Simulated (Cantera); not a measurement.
Mixture: CH4 : O2 : N2 : H2O = 1 : 1.54 : 4.92 : 0.27 (molar parts), equivalence ratio 1.3, at 1.00 bar, adiabatic and at constant volume. Ignition delay is the time to a rise of 400 K.

Cantera simulation using GRI-Mech 3.0 (53 species, 325 reactions); the numbers are that mechanism's predictions, not measurements.

### Question
What does this change do: CH4 1 to 0.52 parts?

### Answer
```tsv
quantity	before	after
delay at 1248 K	24.3 ms	17.4 ms
delay at 1323 K	9.09 ms	6.58 ms
delay at 1398 K	3.64 ms	2.70 ms
delay at 1473 K	1.56 ms	1.21 ms
delay at 1548 K	0.725 ms	0.590 ms
delay at 1623 K	0.365 ms	0.314 ms
apparent activation energy between 1473 and 1623 K	190 kJ/mol	180 kJ/mol
```

### Question
What does this change do: pressure from 1.00 bar to 0.780 bar?

### Answer
```
quantity                                                before       after
--------------------------------------------------  ----------  ----------
delay at 1248 K                                        24.3 ms     29.9 ms
delay at 1323 K                                        9.09 ms     11.1 ms
delay at 1398 K                                        3.64 ms     4.39 ms
delay at 1473 K                                        1.56 ms     1.88 ms
delay at 1548 K                                       0.725 ms    0.878 ms
delay at 1623 K                                       0.365 ms    0.446 ms
apparent activation energy between 1473 and 1623 K  190 kJ/mol  190 kJ/mol
```

### Question
What does this change do: pressure from 1.00 bar to 32.0 bar?

### Answer
```tsv
quantity	before	after
delay at 1248 K	24.3 ms	0.680 ms
delay at 1323 K	9.09 ms	0.305 ms
delay at 1398 K	3.64 ms	0.147 ms
delay at 1473 K	1.56 ms	73.9 µs
delay at 1548 K	0.725 ms	38.7 µs
delay at 1623 K	0.365 ms	20.9 µs
apparent activation energy between 1473 and 1623 K	190 kJ/mol	170 kJ/mol
```
The pressure lies above the range GRI-Mech 3.0 was tuned for (to about 10 atm).
